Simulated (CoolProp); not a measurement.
Tetradecamethylhexasiloxane (MD4M) along the isotherm 346.85 °C: fugacity coefficient from the reference equation and from simpler models built on Tc = 380.0 °C, pc = 0.8286 MPa, ω = 0.800; each cubic takes its own stable root.

The numbers come from the reference Helmholtz-energy equation of state, Thol 2019 in CoolProp.

```csv
p (MPa),phase,reference
0.113,gas,0.9341
0.226,gas,0.8694
0.339,gas,0.8056
0.452,gas,0.7419
0.565,liquid,0.6409
0.678,liquid,0.5451
0.791,liquid,0.4768
0.904,liquid,0.4256
1.02,liquid,0.3850
1.13,liquid,0.3542
1.24,liquid,0.3289
```

Q: How far does each simpler model (Redlich-Kwong, Soave-Redlich-Kwong) lie from the reference over these 11 states: mean and median of the absolute difference, and the worst?

A: 
- Redlich-Kwong: mean 14.7 %, median 20.2 %, worst +23.5 % at 346.85 °C and 1.24 MPa
- Soave-Redlich-Kwong: mean 5.5 %, median 6.4 %, worst +8.2 % at 346.85 °C and 1.24 MPa

At some of these states Redlich-Kwong gives the other phase, because its saturation line lies elsewhere.
